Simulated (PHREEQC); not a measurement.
Dissolve 0.68 mol/kgw HCl, 0.00027 mol/kgw Li2SO4 and 0.00091 mol/kgw Fe2(SO4)3 at 25 °C. It is in equilibrium with CO2 at log p = -2 (atm). Otherwise closed; pH follows from the charge balance.

All values are PHREEQC results (ion-association model, phreeqc.dat), not measurements.

Each row changes one thing in this solution. This is a speciation only: nothing precipitates in the calculation.

```
case                                                  pH  HSO4- (mol/kgw)  SO4-2 (mol/kgw)  LiSO4- (mol/kgw)  (CO2)2 (mol/kgw)  HCO3- (mol/kgw)
--------------------------------------------------  ----  ---------------  ---------------  ----------------  ----------------  ---------------
as made                                             0.29          0.00273         0.000227           1.01e-7           1.82e-9         4.29e-10
temperature from 25 to 70 °C                           ?          0.00290          8.83e-5           3.46e-8           1.01e-9         2.09e-10
Fe2(SO4)3 from 0.00091 to 0.001 mol/kgw             0.29          0.00297         0.000248           1.10e-7           1.82e-9         4.29e-10
Fe2(SO4)3 replaced by NH4HSO4 at the same molality  0.29          0.00109          9.02e-5                 ?           1.82e-9         4.27e-10
HCl from 0.68 to 1.02 mol/kgw                       0.12          0.00278                ?           7.46e-8           1.68e-9         2.96e-10
0.098 mol/kgw NaOH added                               ?          0.00267                ?           1.16e-7           1.82e-9         5.01e-10
```

Fill in the missing entries.


- temperature from 25 to 70 °C, pH: 0.30
- Fe2(SO4)3 replaced by NH4HSO4 at the same molality, LiSO4- (mol/kgw): 4.02e-8
- HCl from 0.68 to 1.02 mol/kgw, SO4-2 (mol/kgw): 0.000197
- 0.098 mol/kgw NaOH added, pH: 0.36
- 0.098 mol/kgw NaOH added, SO4-2 (mol/kgw): 0.000260

The ionic strength passes 0.7 mol/kgw, the rough limit of the ion-association models, in HCl from 0.68 to 1.02 mol/kgw. At this temperature some constants are extrapolated from 25 °C, and those without enthalpy data are left unchanged.
